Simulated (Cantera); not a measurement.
**V2O3 + H2 (hydrogen reduction and annealing atmospheres)**

Feed: 1 mol V2O3, a varied amount of H2, held at 1398 K and 1000 Pa.

Cantera equilibrium calculation (NASA polynomials, part measured and part estimated; ideal gas, pure solids and liquids). Candidate condensed phases: H2O, V, VO, V2O3, V2O4, V2O5; 12 gas species. Mutual solubility and eutectic melting of coexisting phases are not modelled. VO: taken at fixed stoichiometry. Condensed phases not in the tables: the oxides between V2O3 and V2O5 other than VO2. Equilibrium is a limit: real reactors are often held back by kinetics, nucleation or transport.

```json
[
 {"n(H2) (mol)": "4.4", "log p H2": "-2.00", "log p H2O": "-4.70", "log p H": "-6.33", "log p OH": "-10.73", "log p VO2": "-10.76", "n VO(s)": "0.0174", "n V2O3(s)": "0.991"},
 {"n(H2) (mol)": "10", "log p H2": "-2.00", "log p H2O": "-4.70", "log p H": "-6.33", "log p OH": "-10.73", "log p VO2": "-10.76", "n VO(s)": "0.0396", "n V2O3(s)": "0.980"},
 {"n(H2) (mol)": "23", "log p H2": "-2.00", "log p H2O": "-4.70", "log p H": "-6.33", "log p OH": "-10.73", "log p VO2": "-10.76", "n VO(s)": "0.0911", "n V2O3(s)": "0.954"},
 {"n(H2) (mol)": "53", "log p H2": "-2.00", "log p H2O": "-4.70", "log p H": "-6.33", "log p OH": "-10.73", "log p VO2": "-10.76", "n VO(s)": "0.210", "n V2O3(s)": "0.895"},
 {"n(H2) (mol)": "120", "log p H2": "-2.00", "log p H2O": "-4.70", "log p H": "-6.33", "log p OH": "-10.73", "log p VO2": "-10.76", "n VO(s)": "0.476", "n V2O3(s)": "0.762"},
 {"n(H2) (mol)": "280", "log p H2": "-2.00", "log p H2O": "-4.70", "log p H": "-6.33", "log p OH": "-10.73", "log p VO2": "-10.76", "n VO(s)": "1.11", "n V2O3(s)": "0.445"},
 {"n(H2) (mol)": "640", "log p H2": "-2.00", "log p H2O": "-4.81", "log p H": "-6.33", "log p OH": "-10.84", "log p VO2": "-10.86", "n VO(s)": "2.00", "n V2O3(s)": "0"},
 {"n(H2) (mol)": "1500", "log p H2": "-2.00", "log p H2O": "-5.18", "log p H": "-6.33", "log p OH": "-11.21", "log p VO2": "-11.23", "n VO(s)": "2.00", "n V2O3(s)": "0"}
]
```
log p: log10 of the partial pressure in bar; n: condensed amount in mol.

From 4.4 mol H2 to 280 mol H2 the condensed part is VO(s) + V2O3(s). From 640 mol H2 to 1500 mol H2 the condensed part is VO(s).
